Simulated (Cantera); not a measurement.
**Thermodynamics of silicon carbide growth, feed Si(CH₃)₄ + C₃H₈ + H₂**

Feed: 1 mol Si(CH₃)₄, 0.47 mol C₃H₈, a varied amount of H₂, equilibrated at 2150 K and 3.90 mbar.

These are equilibrium values from Cantera (NASA tables, ideal gas, pure condensed phases), not measurements of a reactor. Candidate condensed phases: C, C₆H₆, C₇H₈, C₈H₁₈, Si, SiC; 87 gas species. Gases not in the tables: Si₂H₆ and higher silanes. Rates play no part.

```json
[
 {"n(H₂) (mol)": "90", "x H₂": "0.927", "x H": "0.0650", "x Si": "0.00528", "x C₂H₂ (acetylene)": "0.00180", "x SiC₂": "0.000418", "x Si₂C": "0.000260", "n C(graphite)": "4.58", "n SiC(s)": "0.347"},
 {"n(H₂) (mol)": "160", "x H₂": "0.928", "x H": "0.0650", "x Si": "0.00476", "x C₂H₂ (acetylene)": "0.00180", "x SiC₂": "0.000377", "x Si₂C": "0.000211", "n C(graphite)": "4.61", "n SiC(s)": "0"},
 {"n(H₂) (mol)": "220", "x H₂": "0.929", "x H": "0.0651", "x Si": "0.00358", "x C₂H₂ (acetylene)": "0.00180", "x SiC₂": "0.000283", "x Si₂C": "0.000119", "n C(graphite)": "4.39", "n SiC(s)": "0"},
 {"n(H₂) (mol)": "290", "x H₂": "0.930", "x H": "0.0651", "x Si": "0.00278", "x C₂H₂ (acetylene)": "0.00180", "x SiC₂": "0.000220", "x Si₂C": "7.19e-5", "n C(graphite)": "4.13", "n SiC(s)": "0"},
 {"n(H₂) (mol)": "350", "x H₂": "0.930", "x H": "0.0651", "x Si": "0.00233", "x C₂H₂ (acetylene)": "0.00180", "x SiC₂": "0.000184", "x Si₂C": "5.06e-5", "n C(graphite)": "3.91", "n SiC(s)": "0"},
 {"n(H₂) (mol)": "420", "x H₂": "0.931", "x H": "0.0652", "x Si": "0.00196", "x C₂H₂ (acetylene)": "0.00180", "x SiC₂": "0.000155", "x Si₂C": "3.58e-5", "n C(graphite)": "3.65", "n SiC(s)": "0"},
 {"n(H₂) (mol)": "480", "x H₂": "0.931", "x H": "0.0652", "x Si": "0.00173", "x C₂H₂ (acetylene)": "0.00180", "x SiC₂": "0.000137", "x Si₂C": "2.78e-5", "n C(graphite)": "3.43", "n SiC(s)": "0"},
 {"n(H₂) (mol)": "550", "x H₂": "0.931", "x H": "0.0652", "x Si": "0.00152", "x C₂H₂ (acetylene)": "0.00180", "x SiC₂": "0.000120", "x Si₂C": "2.14e-5", "n C(graphite)": "3.16", "n SiC(s)": "0"}
]
```
x: gas mole fraction; n: condensed amount in mol.

At 90 mol H₂ the condensed part is C(graphite) + SiC(s). From 160 mol H₂ to 550 mol H₂ the condensed part is C(graphite). The main Si-bearing gas is Si throughout.
